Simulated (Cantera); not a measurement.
## Premixed flame

A freely propagating, adiabatic, planar premixed flame of 5.56 % C3H8, 19.9 % O2, 74.6 % N2, unburnt at 475 K and 1.00 bar; mixture-averaged transport, grid criteria slope 0.08 and curve 0.16, no radiation.

Model: GRI-Mech 3.0 (53 species, 325 reactions), integrated in Cantera. GRI-Mech 3.0 was tuned for natural gas; its chemistry of propane as a main component is partial and can be far from experiment. Burning velocities carry a grid error of a few per cent, more on coarse grids.

```tsv
z (mm)	T (K)	u (m/s)	x C3H8	x O2	x HCN	x HCO	x C2H4	x C2H6
-1.02	475	0.740	0.0555	0.198	<1e-8	<1e-8	6.67e-7	7.33e-8
-0.682	477	0.747	0.0553	0.197	<1e-8	<1e-8	1.12e-5	1.42e-6
-0.512	488	0.768	0.0549	0.195	4.44e-8	<1e-8	8.52e-5	1.23e-5
-0.341	568	0.908	0.0535	0.185	5.24e-7	<1e-8	0.000965	0.000172
-0.171	995	1.66	0.0371	0.139	5.17e-6	6.31e-7	0.00873	0.00189
-0.0853	1395	2.42	0.0124	0.0921	1.20e-5	2.48e-5	0.0145	0.00221
0	1761	3.14	0.000385	0.0449	2.35e-5	6.73e-5	0.00612	0.000309
0.0853	1954	3.51	5.70e-7	0.0177	3.43e-5	3.04e-5	0.000576	5.72e-6
0.171	2024	3.63	<1e-8	0.00668	3.43e-5	8.61e-6	2.71e-5	1.09e-7
0.341	2059	3.68	<1e-8	0.00141	2.18e-5	6.78e-7	5.21e-8	<1e-8
0.682	2078	3.70	<1e-8	0.000554	7.63e-6	2.02e-7	<1e-8	<1e-8
1.36	2099	3.73	<1e-8	0.000366	1.48e-6	1.63e-7	<1e-8	<1e-8
2.73	2121	3.77	<1e-8	0.000205	1.71e-7	1.21e-7	<1e-8	<1e-8
```
x: mole fraction of selected species; z is measured from the peak of heat release.

The laminar burning velocity comes out as 73.8 cm/s and the thermal thickness is 0.341 mm. The peak x(HCN) is 3.56e-5, the peak x(HCO) is 6.90e-5 and the peak x(C2H4) is 0.0145. The peak x(C2H6) is 0.00249.
